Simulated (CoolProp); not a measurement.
Computed with CoolProp (reference Helmholtz-energy equation of state, Polt 1992). This equation is an older, rougher fit.

**Question.** For propyne, give the phase and the cp (kJ/(kg K)), cv (kJ/(kg K)), speed of sound (m/s) at 181.65 °C and 0.105 MPa; 181.65 °C and 0.824 MPa; 181.65 °C and 1.24 MPa.

**Answer.** 
- 181.65 °C and 0.105 MPa: gas; cp 1.96, cv 1.75, speed of sound 324
- 181.65 °C and 0.824 MPa: gas; cp 2.00, cv 1.76, speed of sound 316
- 181.65 °C and 1.24 MPa: gas; cp 2.04, cv 1.77, speed of sound 312
